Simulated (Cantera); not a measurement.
Feed: 1 mol SiC, 0.16 mol H2O, 2.2 mol H2, held at 750 °C and 100 Torr.

Cantera equilibrium calculation (NASA polynomials, part measured and part estimated; ideal gas, pure solids and liquids). Candidate condensed phases: C, C6H6, C7H8, C8H18, H2O, Si, SiC, SiO2; 123 gas species. Mutual solubility and eutectic melting of coexisting phases are not modelled. The numbers say what is thermodynamically allowed, not how fast it happens.

Base state: H2 0.990, CH4 0.00981 (mole fractions); condensed: C(graphite) + SiC(s) + SiO2(β-quartz).

### Question
What changes in the equilibrium state with this change: SiC replaced by Si?

### Answer
| species | before | after |
|---|---|---|
| H2 | 0.990 | 1.00 |
| CH4 | 0.00981 | 0 |
| C(graphite), mol | 0.0571 | 0 |
| SiC(s), mol | 0.920 | 0 |
| SiO2(β-quartz), mol | 0.0800 | 0.0800 |
| Si(s), mol | 0 | 0.920 |
